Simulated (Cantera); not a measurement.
## Adiabatic ignition

An adiabatic, constant-volume homogeneous reactor starts with 3.92 % CH4, 0.431 % C2H6, 17.3 % O2, 65.0 % N2, 13.3 % H2O, at 1200 K and 1.00 atm.

Computed with Cantera and GRI-Mech 3.0 (53 species, 325 reactions).

```json
[
 {"t (s)": "2.00e-6", "T (K)": "1200", "P (bar)": "1.01", "x CH4": "0.0392", "x C2H6": "0.00431", "x O2": "0.173", "x CH2O": "1.95e-11", "x C2H2": "<1e-12"},
 {"t (s)": "5.70e-6", "T (K)": "1200", "P (bar)": "1.01", "x CH4": "0.0392", "x C2H6": "0.00431", "x O2": "0.173", "x CH2O": "1.62e-10", "x C2H2": "<1e-12"},
 {"t (s)": "1.62e-5", "T (K)": "1200", "P (bar)": "1.01", "x CH4": "0.0392", "x C2H6": "0.00431", "x O2": "0.173", "x CH2O": "1.32e-9", "x C2H2": "<1e-12"},
 {"t (s)": "4.62e-5", "T (K)": "1200", "P (bar)": "1.01", "x CH4": "0.0392", "x C2H6": "0.00431", "x O2": "0.173", "x CH2O": "1.07e-8", "x C2H2": "<1e-12"},
 {"t (s)": "0.000132", "T (K)": "1200", "P (bar)": "1.01", "x CH4": "0.0392", "x C2H6": "0.00431", "x O2": "0.173", "x CH2O": "8.75e-8", "x C2H2": "<1e-12"},
 {"t (s)": "0.000375", "T (K)": "1200", "P (bar)": "1.01", "x CH4": "0.0392", "x C2H6": "0.00431", "x O2": "0.173", "x CH2O": "7.81e-7", "x C2H2": "4.79e-12"},
 {"t (s)": "0.00107", "T (K)": "1200", "P (bar)": "1.01", "x CH4": "0.0392", "x C2H6": "0.00429", "x O2": "0.173", "x CH2O": "1.14e-5", "x C2H2": "3.36e-10"},
 {"t (s)": "0.00304", "T (K)": "1208", "P (bar)": "1.02", "x CH4": "0.0381", "x C2H6": "0.00387", "x O2": "0.172", "x CH2O": "0.000570", "x C2H2": "3.73e-7"},
 {"t (s)": "0.00866", "T (K)": "2318", "P (bar)": "1.97", "x CH4": "<1e-12", "x C2H6": "<1e-12", "x O2": "0.0779", "x CH2O": "1.55e-12", "x C2H2": "<1e-12"},
 {"t (s)": "0.0247", "T (K)": "2314", "P (bar)": "1.97", "x CH4": "<1e-12", "x C2H6": "<1e-12", "x O2": "0.0770", "x CH2O": "1.50e-12", "x C2H2": "<1e-12"},
 {"t (s)": "0.0702", "T (K)": "2306", "P (bar)": "1.96", "x CH4": "<1e-12", "x C2H6": "<1e-12", "x O2": "0.0753", "x CH2O": "1.41e-12", "x C2H2": "<1e-12"},
 {"t (s)": "0.200", "T (K)": "2301", "P (bar)": "1.95", "x CH4": "<1e-12", "x C2H6": "<1e-12", "x O2": "0.0742", "x CH2O": "1.35e-12", "x C2H2": "<1e-12"}
]
```
x: mole fraction; the columns are a selection and need not sum to one.

The time of steepest temperature rise is 4.35 ms. The temperature at 0.200 s is 2301 K. The equilibrium temperature comes out as 2301 K and the x(CH4) at 0.200 s is <1e-12 (gas-phase equilibrium <1e-12). The x(C2H6) at 0.200 s comes out as <1e-12 (gas-phase equilibrium <1e-12) and the x(O2) at 0.200 s is 0.0742 (gas-phase equilibrium 0.0741).
